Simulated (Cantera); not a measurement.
Input (Python, Cantera) and output of one run.

```python
import numpy as np
import cantera as ct

gas_names = """
    KOH H SO3
""".split()
cond_names = """
    S(cr1) S(cr2) S(L) K(cr) K(L)
""".split()


# ... load() reads the species with a 1 bar reference pressure and builds the phases ...
species = {s.name: s for s in load("nasa_gas.yaml", gas_names) + load("nasa_condensed.yaml", cond_names)}
# Each term lists the table entries of one substance; the one whose range holds T is used.
reactions = {
    'S + 3 KOH(g) = 3 K + 3 H(g) + SO3(g)':
        [(-1, ['S(cr1)', 'S(cr2)', 'S(L)']), (-3, ['KOH']), (3, ['K(cr)', 'K(L)']), (3, ['H']), (1, ['SO3'])],
}


def pick(names, T):
    return next(species[n] for n in names if species[n].thermo.min_temp <= T <= species[n].thermo.max_temp)


results = []
for label, terms in reactions.items():
    print(label)
    print("     T/K   dH/kJ  dS/(J/K)   dG/kJ   log10 K")
    for T in [300, 400, 450, 500, 550, 600, 650, 700, 750, 800, 850, 900]:
        used = [(nu, pick(names, T)) for nu, names in terms]
        dH = sum(nu * s.thermo.h(T) for nu, s in used) / 1e6
        dS = sum(nu * s.thermo.s(T) for nu, s in used) / 1e3
        dG = dH - T * dS / 1e3
        logK = -dG * 1e6 / (ct.gas_constant * T * np.log(10))
        results.append((label, T, dH, dS, dG, logK, [s.name for _, s in used]))
        print(f"{T:8g} {dH:8.1f} {dS:8.1f} {dG:8.1f} {logK:8.2f}")
```

Result:

```
S + 3 KOH(g) = 3 K + 3 H(g) + SO3(g)
     T/K   dH/kJ  dS/(J/K)   dG/kJ   log10 K
     300    956.2     53.9    940.0  -163.67
     400    964.7     79.7    932.8  -121.81
     450    966.0     82.6    928.8  -107.81
     500    967.0     84.8    924.6   -96.59
     550    968.1     86.9    920.3   -87.40
     600    969.4     89.1    915.9   -79.73
     650    970.8     91.3    911.4   -73.24
     700    972.3     93.6    906.8   -67.66
     750    973.9     95.9    902.0   -62.82
     800    975.6     98.0    897.2   -58.58
     850    977.2     99.9    892.2   -54.83
     900    978.7    101.7    887.2   -51.49
```

Standard-state values (1 bar) from the NASA 1993 polynomials, evaluated with Cantera. Condensed species are held in their standard states even where they would react or evaporate.
